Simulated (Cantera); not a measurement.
Input (Python, Cantera) and output of one run.

```python
import numpy as np
import cantera as ct

gas_names = """
    F FO FO2 F2 F2O H HF HNO HNO2 HNO3 HOF HO2 H2 H2F2 H2O H2O2 H3F3 H4F4 H5F5 H6F6 H7F7 N NF NF2 NF3 NH
    NH2 NH3 NH2OH NO NO2 NO3 N2 N2H2 N2H4 N2O O OH O2 O3
""".split()
cond_names = """
    H2O(s) H2O(L)
""".split()


# ... load() reads the species with a 1 bar reference pressure and builds the phases ...
atoms = {
    'HF': {'H': 1, 'F': 1},
    'O2': {'O': 2},
    'N2': {'N': 2},
}
top_T = {}  # K; cautious upper limits of use, not melting points


# ... equilibrate(T, P, feed) seeds the gas with the atoms and calls Mixture.equilibrate('TP', solver="vcs", rtol=1e-11, max_steps=5000) ...
results = []
feed = {'HF': 1, 'O2': 0.056, 'N2': 5.5}  # mol
T = 2025  # K
P = 69000  # Pa
mix = equilibrate(T, P, feed)
results.append((T, P, feed, dict(zip(mix.species_names, mix.species_moles))))
print(gas.report(threshold=1e-06))
for i in range(1, mix.n_phases):
    print(f"{mix.phase(i).name:16s} {mix.phase_moles(i):12.5e} mol")
```

Output:

```
       temperature   2025 K
          pressure   69000 Pa
           density   0.10993 kg/m^3
  mean mol. weight   26.824 kg/kmol
   phase of matter   gas

                          1 kg             1 kmol
                     ---------------   ---------------
          enthalpy        5.6561e+05        1.5172e+07  J
   internal energy            -62071        -1.665e+06  J
           entropy            9567.1        2.5662e+05  J/K
    Gibbs function       -1.8808e+07       -5.0449e+08  J
 heat capacity c_p            1333.2             35760  J/K
 heat capacity c_v            1023.2             27446  J/K

                      mass frac. Y      mole frac. X     chem. pot. / RT
                     ---------------   ---------------   ---------------
                 F        0.00016552        0.00023369           -25.909
                 H        5.9749e-08          1.59e-06            -17.23
                HF           0.11358           0.15228           -43.139
               H2O        6.5982e-05        9.8244e-05           -51.488
                NO          0.001802         0.0016109           -30.793
                N2           0.87522           0.83803            -27.53
                 O        5.0713e-05        8.5024e-05           -17.028
                OH        2.1985e-05        3.4674e-05           -34.258
                O2          0.009097         0.0076259           -34.055
     [  +31 minor]         1.097e-06        1.1146e-06
```

Cantera equilibrium calculation (NASA polynomials, part measured and part estimated; ideal gas, pure solids and liquids).
